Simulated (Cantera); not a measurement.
Cantera run:

```python
import numpy as np
import cantera as ct

gas_names = """
    C CH CH2 CH3 CH2OH CH3O CH4 CH3OH CO CO2 COOH C2 C2H CHCO,ketyl C2H2,acetylene C2H2,vinylidene
    CH2CO,ketene C2H3,vinyl CH3CO,acetyl C2H4 C2H4O,ethylen CH3CHO,ethanal CH3COOH (HCOOH)2 C2H5 C2H6
    CH3OCH3 C2H5OH C2O C3 C3H3,propargyl C3H4,allene C3H4,propyne C3H4,cyclo- C3H5,allyl C3H6,propylene
    C3H6,cyclo- C3H6O C3H7,n-propyl C3H7,i-propyl C3H8 C3H8O,1propanol C3H8O,2propanol C3O2 C4 C4H2
    C4H4,1,3-cyclo- C4H6,butadiene C4H6,2-butyne C4H6,cyclo- C4H8,1-butene C4H8,cis2-buten
    C4H8,tr2-butene C4H8,isobutene C4H8,cyclo- (CH3COOH)2 C4H9,n-butyl C4H9,i-butyl C4H9,s-butyl
    C4H9,t-butyl C4H10,isobutane C4H10,n-butane C5 C5H6,1,3cyclo- C5H8,cyclo- C5H10,1-pentene
    C5H10,cyclo- C5H11,pentyl C5H11,t-pentyl C5H12,n-pentane C5H12,i-pentane CH3C(CH3)2CH3 C6H2
    C6H5,phenyl C6H5O,phenoxy C6H6 C6H5OH,phenol C6H10,cyclo- C6H12,1-hexene C6H12,cyclo- C6H13,n-hexyl
    C7H7,benzyl C7H8 C7H8O,cresol C7H14,1-heptene C7H15,n-heptyl C7H16,n-heptane C8H8,styrene
    C8H10,ethylbenz C8H16,1-octene C8H17,n-octyl C8H18,isooctane C8H18,n-octane C9H19,n-nonyl
    C10H8,naphthale C10H21,n-decyl C12H9,o-bipheny C12H10,bipheny H HCO HO2 H2 HCHO,formaldehy HCOOH H2O
    H2O2 O OH O2 O3 Ti TiO TiO2
""".split()
cond_names = """
    C(gr) C6H6(L) C7H8(L) C8H18(L),n-octa H2O(s) H2O(L) Ti(a) Ti(b) Ti(L) TiC(s) TiC(L) TiO(a) TiO(b)
    TiO(L) TiO2(ru) TiO2(L) Ti2O3(a) Ti2O3(b) Ti2O3(L) Ti3O5(a) Ti3O5(b) Ti3O5(L) Ti4O7(s) Ti4O7(L)
""".split()


def load(file, names, dense=False):
    # The tables refer to 1 bar. Condensed volumes are neglected.
    table = {s.name: s for s in ct.Species.list_from_file(file)}
    out = []
    for n in names:
        d = dict(table[n].input_data)
        d["thermo"] = dict(d["thermo"], **{"reference-pressure": 1e5})
        if dense:
            d["equation-of-state"] = {"model": "constant-volume", "density": "1e6 g/cm^3"}
        out.append(ct.Species.from_dict(d))
    return out


gas = ct.Solution(thermo="ideal-gas", species=load("nasa_gas.yaml", gas_names))
cond = {s.name: ct.Solution(thermo="fixed-stoichiometry", species=[s], name=s.name)
        for s in load("nasa_condensed.yaml", cond_names, dense=True)}
atoms = {
    'Ti(OiPr)4': {'Ti': 1, 'C': 12, 'H': 28, 'O': 4},
    'O2': {'O': 2},
    'H2': {'H': 2},
}
top_T = {'C(gr)': 4500}  # K; cautious upper limits of use, not melting points


def equilibrate(T, P, feed):
    n = {}
    for name, mol in feed.items():
        for a, k in atoms[name].items():
            n[a] = n.get(a, 0.0) + k * mol
    gas.TPX = T, P, n
    mass = sum(n.values()) * gas.mean_molecular_weight
    gas.equilibrate("TP")
    valid = [c for c in cond.values() if c.min_temp <= T <= top_T.get(c.name, c.max_temp)]
    mix = ct.Mixture([(gas, mass / gas.mean_molecular_weight)] + [(c, 0.0) for c in valid])
    mix.T, mix.P = T, P
    mix.equilibrate("TP", solver="vcs", rtol=1e-11, max_steps=5000)
    return mix


results = []
feed = {'Ti(OiPr)4': 1, 'O2': 0.79, 'H2': 6.9}  # mol
P = 9800  # Pa
for T in [1075, 1175, 1275, 1375, 1475, 1575, 1675, 1775, 1875, 1975, 2075, 2175]:
    mix = equilibrate(T, P, feed)
    results.append((T, P, feed, dict(zip(mix.species_names, mix.species_moles))))

top = {s: max(r[3][s] / sum(r[3][g] for g in gas_names) for r in results) for s in gas_names}
cols = sorted((s for s in top if top[s] > 1e-05), key=lambda s: -top[s])[:6]
seen = [c for c in cond_names if any(r[3].get(c, 0) > 1e-12 for r in results)]
print("log10 of partial pressures in bar; condensed amounts in mol")
print(f"{'T/K':>10s}" + "".join(f"{s[:9]:>10s}" for s in cols + seen))
for T, P, feed, n in results:
    ng = sum(n[g] for g in gas_names)
    print(f"{T:10.4g}" + "".join(f"{np.log10(max(n[s] / ng * P / 1e5, 1e-99)):10.3f}" for s in cols)
          + "".join(f"{n.get(c, 0):10.4g}" for c in seen))
```

It prints:

```
log10 of partial pressures in bar; condensed amounts in mol
       T/K        H2        CO         H       CH4 C2H2,acet       H2O     C(gr)    TiC(s)  TiO2(ru)  Ti3O5(b)  Ti4O7(s)
      1075    -1.079    -1.848    -8.373    -3.504    -9.203    -3.825     8.386         0         1         0         0
      1175    -1.083    -1.820    -7.453    -3.883    -8.279    -4.362      8.15         0         0         0      0.25
      1275    -1.084    -1.811    -6.674    -4.200    -7.499    -4.828     8.075         0         0    0.3333         0
      1375    -1.112    -1.685    -6.021    -4.527    -6.862    -5.134     5.414         1         0         0         0
      1475    -1.112    -1.685    -5.443    -4.760    -6.288    -5.482     5.416         1         0         0         0
      1575    -1.112    -1.685    -4.937    -4.964    -5.787    -5.785     5.417         1         0         0         0
      1675    -1.112    -1.685    -4.491    -5.143    -5.348    -6.052     5.416         1         0         0         0
      1775    -1.112    -1.685    -4.094    -5.301    -4.959    -6.288     5.413         1         0         0         0
      1875    -1.113    -1.685    -3.740    -5.443    -4.612    -6.498     5.406         1         0         0         0
      1975    -1.114    -1.686    -3.421    -5.570    -4.301    -6.687     5.392         1         0         0         0
      2075    -1.116    -1.687    -3.132    -5.687    -4.022    -6.858     5.368         1         0         0         0
      2175    -1.119    -1.688    -2.871    -5.795    -3.771    -7.016     5.327         1         0         0         0
```

Equilibrium computed with Cantera from the NASA thermochemical tables; the gas is ideal and each condensed phase is pure. The feed counts by its element totals alone. TiC: taken at fixed stoichiometry. Condensed phases not in the tables: Magnéli phases beyond Ti4O7.
